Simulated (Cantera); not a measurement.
Pyrogenic steam for wet oxidation

A perfectly stirred reactor is fed with 41.3 % H₂, 31.7 % O₂, 23.5 % N₂, 3.49 % H₂O, at 0.200 bar; it is held at 1023 K, and followed from long to short residence time.

Computed with Cantera and the H2/O2 subset of GRI-Mech 3.0, which has no nitrogen chemistry. The temperature is held fixed by assumption; the heat of reaction is taken as removed at once.

| τ (s) | x H₂ | x O₂ | x H | x H₂O₂ | x OH | x O |
|---|---|---|---|---|---|---|
| 29 | 0.000985 | 0.140 | 3.71e-7 | 6.67e-6 | 6.02e-6 | 1.10e-6 |
| 5.3 | 0.00252 | 0.141 | 1.91e-6 | 1.89e-5 | 1.26e-5 | 4.46e-6 |
| 0.98 | 0.00508 | 0.142 | 9.82e-6 | 2.39e-5 | 3.33e-5 | 1.74e-5 |
| 0.18 | 0.00899 | 0.144 | 5.21e-5 | 1.55e-5 | 0.000101 | 6.69e-5 |
| 0.033 | 0.0175 | 0.147 | 0.000275 | 9.35e-6 | 0.000274 | 0.000226 |
| 0.0061 | 0.0362 | 0.155 | 0.00138 | 6.99e-6 | 0.000673 | 0.000663 |
| 0.0011 | 0.0769 | 0.172 | 0.00649 | 6.48e-6 | 0.00152 | 0.00179 |
| 0.00021 | 0.153 | 0.206 | 0.0236 | 5.53e-6 | 0.00285 | 0.00420 |
x: mole fraction; the columns are a selection and need not sum to one.
